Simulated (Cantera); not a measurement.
An adiabatic, constant-pressure homogeneous reactor starts with 30.1 % CO, 0.962 % H₂, 2.95 % CH₄, 11.3 % O₂, 42.4 % N₂, 12.3 % H₂O, equivalence ratio 1.9, at 1473 K and 17.8 atm.

Model: GRI-Mech 3.0 (53 species, 325 reactions), integrated in Cantera. The pressure lies above the range GRI-Mech 3.0 was tuned for (to about 10 atm).

Task: Predict: time of steepest temperature rise; temperature at 2.00 s; equilibrium temperature; x(CO) at 2.00 s; x(H₂) at 2.00 s; x(O₂) at 2.00 s; x(NO) at 2.00 s; x(HO₂) at 2.00 s.

Result: 
| Quantity | Result |
|---|---|
| time of steepest temperature rise | 45.9 µs |
| temperature at 2.00 s | 2750 K |
| equilibrium temperature | 2750 K |
| x(CO) at 2.00 s | 0.188 (gas-phase equilibrium 0.188) |
| x(H₂) at 2.00 s | 0.0291 (gas-phase equilibrium 0.0291) |
| x(O₂) at 2.00 s | 0.000608 (gas-phase equilibrium 0.000608) |
| x(NO) at 2.00 s | 0.00139 (gas-phase equilibrium 0.00139) |
| x(HO₂) at 2.00 s | 8.62e-7 (gas-phase equilibrium 8.62e-7) |
